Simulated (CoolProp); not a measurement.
The numbers come from the reference Helmholtz-energy equation of state, Lemmon 2006 in CoolProp. It is a short technical equation, of lower accuracy than the large ones.

Task: For CH3F (R41), give the phase and the cp (kJ/(kg K)) at 265.6 K and 0.0106 MPa; 137.5 K and 0.155 MPa; 203.7 K and 11.6 MPa.

Result: 
- 265.6 K and 0.0106 MPa: gas; cp 1.06
- 137.5 K and 0.155 MPa: liquid; cp 2.10
- 203.7 K and 11.6 MPa: liquid; cp 2.03
